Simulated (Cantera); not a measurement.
What does this Cantera script print?

```python
import numpy as np
import cantera as ct

gas = ct.Solution("gri30.yaml")
gas.TPX = 1475, 160000, {'CH2O': 0.027, 'O2': 0.0047, 'N2': 1}
reactor = ct.IdealGasConstPressureReactor(gas, energy="off", clone=False)
net = ct.ReactorNet([reactor])
net.rtol, net.atol = 1e-08, 1e-18
show = ['CH2O', 'O2', 'OH', 'H2O', 'HCN', 'CH2CO']
times = np.geomspace(2e-05, 20, 11)

steps = ct.SolutionArray(gas, extra=["t"])
rows = []
print(f"{'t/s':>10s}{'T/K':>9s}{'P/Pa':>11s}" + "".join(f"{s:>11s}" for s in show))
for t in times:
    while net.time < t:
        t_next = net.step()
        steps.append(gas.state, t=t_next)
    rows.append([np.interp(t, steps.t, y) for y in (steps.T, steps.P, *steps(*show).X.T)])
    print(f"{t:10.3e}{rows[-1][0]:9.1f}{rows[-1][1]:11.4g}" + "".join(f"{x:11.3e}" for x in rows[-1][2:]))
rate = np.gradient(steps.T, steps.t)
print("integrator steps:", len(steps.t))
if steps.T.max() > steps.T[0] + 200:
    print(f"time of steepest temperature rise: {steps.t[rate.argmax()]:.4e} s")
gas.TPX = 1475, 160000, {'CH2O': 0.027, 'O2': 0.0047, 'N2': 1}
gas.equilibrate("TP")
print(f"equilibrium (TP): T = {gas.T:.1f} K  " + "  ".join(f"{s} {gas[s].X[0]:.3e}" for s in show))
```

Result:

```
       t/s      T/K       P/Pa       CH2O         O2         OH        H2O        HCN      CH2CO
 2.000e-05   1475.0    1.6e+05  2.604e-02  4.537e-03  1.515e-07  7.584e-06  3.614e-15  8.231e-12
 7.962e-05   1475.0    1.6e+05  1.588e-02  3.625e-03  9.601e-06  1.220e-03  2.037e-11  2.791e-08
 3.170e-04   1475.0    1.6e+05  3.384e-09  8.304e-04  6.296e-05  6.474e-03  7.617e-10  8.343e-11
 1.262e-03   1475.0    1.6e+05  8.787e-10  2.480e-07  1.634e-05  6.509e-03  1.550e-09  1.979e-13
 5.024e-03   1475.0    1.6e+05  5.017e-10  1.493e-08  4.148e-06  6.127e-03  1.516e-09  1.221e-13
 2.000e-02   1475.0    1.6e+05  3.653e-10  9.093e-10  1.031e-06  6.073e-03  1.506e-09  7.815e-14
 7.962e-02   1475.0    1.6e+05  3.278e-10  5.617e-11  2.569e-07  6.069e-03  1.534e-09  3.330e-14
 3.170e-01   1475.0    1.6e+05  3.183e-10  3.577e-12  6.508e-08  6.069e-03  1.628e-09  9.989e-15
 1.262e+00   1475.0    1.6e+05  3.157e-10  2.971e-13  1.895e-08  6.070e-03  1.779e-09  2.770e-15
 5.024e+00   1475.0    1.6e+05  3.151e-10  1.123e-13  1.182e-08  6.070e-03  2.063e-09  1.723e-15
 2.000e+01   1475.0    1.6e+05  3.151e-10  1.107e-13  1.174e-08  6.070e-03  3.053e-09  1.850e-15
integrator steps: 2644
equilibrium (TP): T = 1475.0 K  CH2O 3.151e-10  O2 1.107e-13  OH 1.174e-08  H2O 6.070e-03  HCN 4.064e-08  CH2CO 7.499e-15
```

Cantera simulation using GRI-Mech 3.0 (53 species, 325 reactions); the numbers are that mechanism's predictions, not measurements.
